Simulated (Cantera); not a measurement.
A closed system holds: 1 mol Cu, 0.58 mol F₂, 2.8 mol H₂, equilibrated at 1.30e-5 bar.

These are equilibrium values from Cantera (NASA tables, ideal gas, pure condensed phases), not measurements of a reactor. Candidate condensed phases: Cu, CuF₂; 15 gas species. Rates play no part.

x: gas mole fraction; n: condensed amount in mol.

```json
[
 {"T (K)": "950", "x H₂": "0.657", "x HF": "0.343", "x Cu": "1.45e-7", "x H": "1.25e-7", "x CuF": "1.21e-8", "x Cu₂": "<1e-12", "n Cu(s)": "1.000", "n Cu(l)": "0"},
 {"T (K)": "1025", "x H₂": "0.657", "x HF": "0.343", "x Cu": "3.19e-6", "x H": "9.79e-7", "x CuF": "1.31e-7", "x Cu₂": "[?]", "n Cu(s)": "1.000", "n Cu(l)": "0"},
 {"T (K)": "1100", "x H₂": "0.657", "x HF": "0.343", "x Cu": "4.58e-5", "x H": "5.81e-6", "x CuF": "1.01e-6", "x Cu₂": "[?]", "n Cu(s)": "1.000", "n Cu(l)": "0"},
 {"T (K)": "1175", "x H₂": "0.656", "x HF": "0.343", "x Cu": "0.000465", "x H": "2.75e-5", "x CuF": "6.01e-6", "x Cu₂": "[?]", "n Cu(s)": "0.998", "n Cu(l)": "0"},
 {"T (K)": "1250", "x H₂": "0.654", "x HF": "0.342", "x Cu": "0.00357", "x H": "0.000108", "x CuF": "2.87e-5", "x Cu₂": "[?]", "n Cu(s)": "0.988", "n Cu(l)": "0"},
 {"T (K)": "1325", "x H₂": "0.642", "x HF": "0.336", "x Cu": "0.0216", "x H": "0.000364", "x CuF": "0.000113", "x Cu₂": "[?]", "n Cu(s)": "0.925", "n Cu(l)": "0"},
 {"T (K)": "1400", "x H₂": "0.588", "x HF": "0.307", "x Cu": "0.104", "x H": "0.00103", "x CuF": "0.000359", "x Cu₂": "[?]", "n Cu(s)": "0", "n Cu(l)": "0.607"}
]
```

Problem. What belongs in the gaps?

Solution. 
- 1025, x Cu₂: 8.33e-12
- 1100, x Cu₂: 3.66e-10
- 1175, x Cu₂: 9.84e-9
- 1250, x Cu₂: 1.76e-7
- 1325, x Cu₂: 2.25e-6
- 1400, x Cu₂: 2.03e-5
